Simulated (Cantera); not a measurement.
A perfectly stirred reactor is fed with 25.4 % H2, 74.6 % O2, at 0.0310 bar; it is held at 1300 K, and followed from long to short residence time.

Model: GRI-Mech 3.0 (53 species, 325 reactions), integrated in Cantera. Radical loss at walls, strong at low pressure, is not modelled. The temperature is held fixed by assumption; the heat of reaction is taken as removed at once.

x: mole fraction; the columns are a selection and need not sum to one.

| τ (s) | x H2 | x O2 | x H2O | x H2O2 | x HO2 |
|---|---|---|---|---|---|
| 13 | 7.26e-5 | 0.709 | 0.290 | 1.32e-7 | [?] |
| 5.3 | 0.000131 | 0.709 | 0.290 | 1.87e-7 | [?] |
| 2.2 | 0.000235 | 0.708 | 0.289 | 2.57e-7 | [?] |
| 0.89 | 0.000424 | 0.707 | 0.288 | 3.49e-7 | [?] |
| 0.36 | 0.000762 | 0.706 | 0.287 | 4.64e-7 | [?] |
| 0.15 | 0.00133 | 0.704 | 0.285 | 5.94e-7 | [?] |
| 0.061 | 0.00235 | 0.700 | 0.282 | 7.40e-7 | [?] |
| 0.025 | 0.00405 | 0.693 | 0.276 | 8.78e-7 | [?] |
| 0.010 | 0.00692 | 0.682 | 0.264 | 9.79e-7 | 1.94e-5 |
| 0.0042 | 0.0110 | 0.666 | 0.247 | 1.00e-6 | 2.00e-5 |

### Question
What belongs in the gaps?

### Answer

- 13, x HO2: 1.41e-6
- 5.3, x HO2: 2.34e-6
- 2.2, x HO2: 3.71e-6
- 0.89, x HO2: 5.73e-6
- 0.36, x HO2: 8.37e-6
- 0.15, x HO2: 1.14e-5
- 0.061, x HO2: 1.46e-5
- 0.025, x HO2: 1.74e-5
